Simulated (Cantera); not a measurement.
Feed: 1 mol Si₃N₄, 19 mol Cl₂, 56 mol H₂, at 0.133 bar.

These are equilibrium values from Cantera (NASA tables, ideal gas, pure condensed phases), not measurements of a reactor. Candidate condensed phases: NH₄Cl, Si, Si₃N₄; 28 gas species. The tables' values for SiCl₃, SiCl are old estimates; treat these amounts as uncertain. The numbers say what is thermodynamically allowed, not how fast it happens.

### Question
At 1773 K, list the 4 most abundant gas species with their mole fractions, and the condensed phases.

### Answer
H₂ 0.524, HCl 0.410, SiCl₂ 0.0340, N₂ 0.0260. Condensed: gas only.
